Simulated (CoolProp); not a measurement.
Vapour-liquid equilibrium of R22 (1) + n-pentane (2) at 21.05 °C; x and y are mole fractions of (1).

Computed with CoolProp (multi-fluid Helmholtz-energy mixture model, Kamei 1995 and Thol 2019; pair parameters Bell 2016).

```csv
x,"bubble pressure, mixture model (MPa)","bubble pressure, Raoult's law (MPa)","y, mixture model","y, Raoult's law"
0.05,0.1373,0.1028,0.578,0.456
0.2,0.3416,0.2345,0.842,0.799
0.35,0.4940,0.3662,0.900,0.895
0.5,0.6053,0.4980,0.927,0.941
0.65,0.6959,0.6297,0.946,0.967
0.8,0.7863,0.7614,0.964,0.985
0.95,0.8944,0.8931,0.989,0.997
```

The largest gap from Raoult's law is +45.7 % in bubble pressure, at x = 0.2. No azeotrope shows between x = 0.05 and 0.95.

The pair parameters rest on a limited set of measurements; away from them the model extrapolates.
